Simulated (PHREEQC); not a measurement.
A solution holds 0.062 mol FeCl3, 0.0016 mol Na2SeO4, 0.0015 mol H2SO4, 0.038 mol NaCl and 0.002 mol (NH4)2HPO4 per kg of water, at 25 °C. Closed to the air; pH follows from the charge balance.

Computed with PHREEQC (ion-association model, wateq4f.dat).

This is a speciation only: nothing precipitates in the calculation.

Task: Order these Cl species by the share of Cl that they hold, largest first: Cl-, FeCl+2, FeCl2+.

Result: Cl- (84 %), FeCl+2 (11 %), FeCl2+ (4.6 %)

The pH is 1.97 and the ionic strength 0.298 mol/kgw. The solution is supersaturated, for example in Strengite, Hematite (slow to form), so a real one may precipitate; this is no full list. Complexes and solids missing from the database can't appear. H3PO4, which wateq4f.dat lacks, is added to it with the constant of phreeqc.dat.
